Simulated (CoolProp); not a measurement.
R115 along the isobar 8940 kPa: density (kg/m³) from the reference equation and from simpler models built on Tc = 353.1 K, pc = 3129 kPa, ω = 0.248; each cubic takes its own stable root.

Computed with CoolProp (reference Helmholtz-energy equation of state, Lemmon 2016).

```csv
T (K),phase,reference,van der Waals,Redlich-Kwong,Peng-Robinson
216.5,liquid,1632,1062,1526,1756
225.4,liquid,1605,1049,1501,1730
234.4,liquid,1577,1036,1475,1702
243.4,liquid,1548,1022,1448,1673
252.4,liquid,1519,1008,1420,1642
261.3,liquid,1490,994.5,1391,1610
270.3,liquid,1460,980.0,1361,1576
279.3,liquid,1429,965.2,1331,1540
288.3,liquid,1397,950.0,1299,1502
297.2,liquid,1364,934.6,1266,1462
306.2,liquid,1330,918.6,1232,1419
315.2,liquid,1295,902.1,1197,1374
324.2,liquid,1257,885.1,1160,1326
333.1,liquid,1219,867.9,1123,1275
342.1,liquid,1177,849.9,1084,1221
351.1,liquid,1133,831.3,1043,1164
```
